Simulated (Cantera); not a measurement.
Feed: 1 mol SiH₄, 1.5 mol HCl, 260 mol N₂, held at 1.33 mbar.

Equilibrium computed with Cantera from the NASA thermochemical tables; the gas is ideal and each condensed phase is pure. Candidate condensed phases: NH₄Cl, Si, Si₃N₄; 28 gas species. N₂ is the only nitrogen source here; it is nearly inert below about 1500 K, so the nitride shown seldom forms there in practice. Rates play no part.

Q: At 1177 °C, list the 4 most abundant gas species with their mole fractions, and the condensed phases.

A: N₂ 0.987, H₂ 0.00808, HCl 0.00474, SiCl₂ 0.000474. Condensed: Si₃N₄(s).
